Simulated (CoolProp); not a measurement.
Vapour-liquid equilibrium of n-hexane (1) + hexamethyldisiloxane (MM) (2) at 193.05 °C; x and y are mole fractions of (1).

Values from CoolProp's multi-fluid Helmholtz-energy mixture model, Thol 2019 and Thol 2016; pair parameters Bell 2016.

```csv
x,bubble pressure (kPa),y at the bubble point,dew pressure at overall composition x (kPa),liquid density (mol/L)
0.05,844.7,0.072,835.5,3.377
0.125,…,0.173,867.8,3.483
0.2,934.8,0.267,902.0,3.595
0.275,981.7,0.357,938.6,3.713
0.35,1031,0.442,978.0,3.838
0.425,1082,0.522,1021,3.970
0.5,1137,0.599,1068,4.110
0.575,1196,0.672,…,4.256
0.65,1260,…,1178,4.410
0.725,1327,0.805,…,4.571
0.8,1400,0.865,1322,…
0.875,1477,…,1413,4.915
0.95,1559,0.970,…,…
```

Q: Some entries are withheld; supply them.

A: 
- 0.125, bubble pressure (kPa): 889.4
- 0.575, dew pressure at overall composition x (kPa): 1119
- 0.65, y at the bubble point: 0.741
- 0.725, dew pressure at overall composition x (kPa): 1244
- 0.8, liquid density (mol/L): 4.739
- 0.875, y at the bubble point: 0.920
- 0.95, dew pressure at overall composition x (kPa): 1525
- 0.95, liquid density (mol/L): 5.097

No azeotrope shows between x = 0.05 and 0.95.

Pair parameters are fitted to limited data, so mixtures are less certain than the pure fluids.
